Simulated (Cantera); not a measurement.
What does this Cantera script print?

```python
import numpy as np
import cantera as ct

gas_names = """
    H H2 H2S Ni NiS S SH S2 S8
""".split()
cond_names = """
    Ni(cr) Ni(L) NiS(b) NiS(a) NiS(L) NiS2(s) NiS2(L) Ni3S2(I) Ni3S2(II) Ni3S2(L) Ni3S4(s) S(cr1) S(cr2)
    S(L)
""".split()


def load(file, names, dense=False):
    # The tables refer to 1 bar. Condensed volumes are neglected.
    table = {s.name: s for s in ct.Species.list_from_file(file)}
    out = []
    for n in names:
        d = dict(table[n].input_data)
        d["thermo"] = dict(d["thermo"], **{"reference-pressure": 1e5})
        if dense:
            d["equation-of-state"] = {"model": "constant-volume", "density": "1e6 g/cm^3"}
        out.append(ct.Species.from_dict(d))
    return out


gas = ct.Solution(thermo="ideal-gas", species=load("nasa_gas.yaml", gas_names))
cond = {s.name: ct.Solution(thermo="fixed-stoichiometry", species=[s], name=s.name)
        for s in load("nasa_condensed.yaml", cond_names, dense=True)}
atoms = {
    'NiS': {'Ni': 1, 'S': 1},
    'H2': {'H': 2},
}
top_T = {'Ni3S4(s)': 620}  # K; cautious upper limits of use, not melting points


def equilibrate(T, P, feed):
    n = {}
    for name, mol in feed.items():
        for a, k in atoms[name].items():
            n[a] = n.get(a, 0.0) + k * mol
    gas.TPX = T, P, n
    mass = sum(n.values()) * gas.mean_molecular_weight
    gas.equilibrate("TP")
    valid = [c for c in cond.values() if c.min_temp <= T <= top_T.get(c.name, c.max_temp)]
    mix = ct.Mixture([(gas, mass / gas.mean_molecular_weight)] + [(c, 0.0) for c in valid])
    mix.T, mix.P = T, P
    mix.equilibrate("TP", solver="vcs", rtol=1e-11, max_steps=5000)
    return mix


results = []
feed = {'NiS': 1, 'H2': 120}  # mol
T = 675  # K
P = 1000  # Pa
mix = equilibrate(T, P, feed)
results.append((T, P, feed, dict(zip(mix.species_names, mix.species_moles))))
x = sorted(zip(gas.X, gas.species_names), reverse=True)
print(f"T = {T:g} K  P = {P:g} Pa  gas = {mix.phase_moles(0):.4g} mol")
print("   x: " + "  ".join(f"{s} {v:.3e}" for v, s in x if v > 1e-06))
print("   condensed (mol): " + ("  ".join(f"{mix.phase(i).name} {mix.phase_moles(i):.4g}"
      for i in range(1, mix.n_phases) if mix.phase_moles(i) > 1e-12) or "none"))
```

Result:

```
T = 675 K  P = 1000 Pa  gas = 120 mol
   x: H2 9.972e-01  H2S 2.778e-03
   condensed (mol): Ni3S2(I) 0.3333
```

Cantera equilibrium calculation (NASA polynomials, part measured and part estimated; ideal gas, pure solids and liquids).
